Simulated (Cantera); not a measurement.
**Cr₂O₃ + H₂ + N₂ (hydrogen reduction and annealing atmospheres)**

Charge: 1 mol Cr₂O₃, 7.3 mol H₂, 16 mol N₂, equilibrated at 21.0 Torr.

These are equilibrium values from Cantera (NASA tables, ideal gas, pure condensed phases), not measurements of a reactor. Candidate condensed phases: Cr, CrN, Cr₂N, Cr₂O₃, H₂O; 29 gas species. Mutual solubility and eutectic melting of coexisting phases are not modelled. Rates play no part.

```csv
T (K),x N₂,x H₂,x H₂O,x H,x Cr,n Cr₂N(s),n Cr₂O₃(s),n Cr(s)
1125,0.687,0.313,3.35e-5,1.49e-7,1.67e-10,0.000260,1.000,0
1175,0.687,0.313,4.96e-5,4.10e-7,1.29e-9,0.000385,1.000,0
1225,0.687,0.313,7.11e-5,1.04e-6,8.39e-9,0.000552,0.999,0
1275,0.687,0.313,9.89e-5,2.47e-6,4.70e-8,0.000767,0.999,0
1325,0.687,0.313,0.000134,5.47e-6,2.30e-7,0.00104,0.999,0
1375,0.687,0.313,0.000178,1.15e-5,1.00e-6,0.00137,0.999,0
1425,0.687,0.313,0.000231,2.28e-5,3.93e-6,0.00175,0.998,0
1475,0.687,0.313,0.000328,4.34e-5,1.19e-5,0,0.997,0.00482
1525,0.687,0.313,0.000456,7.91e-5,3.33e-5,0,0.996,0.00631
```
x: gas mole fraction; n: condensed amount in mol.

From 1125 K to 1425 K the condensed part is Cr₂N(s) + Cr₂O₃(s). From 1475 K to 1525 K the condensed part is Cr(s) + Cr₂O₃(s).
